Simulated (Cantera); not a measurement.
A perfectly stirred reactor is fed with CH₄ : CO₂ : H₂ = 1 : 1.2 : 0.33 (molar parts), at 0.490 bar; it is held at 2075 K, and followed from long to short residence time.

Model: GRI-Mech 3.0 (53 species, 325 reactions), integrated in Cantera.

One state of this run: x CH₄ = 0.0428; x CO₂ = 0.114; x H₂ = 0.296; x H = 0.00149; x CH₂ = 2.18e-5; x HO₂ = 8.85e-11. x: mole fraction; the columns are a selection and need not sum to one.

Which value of τ (s) does it belong to?
A) 0.033
B) 0.013
C) 0.0021
D) 0.00086

C, 0.0021
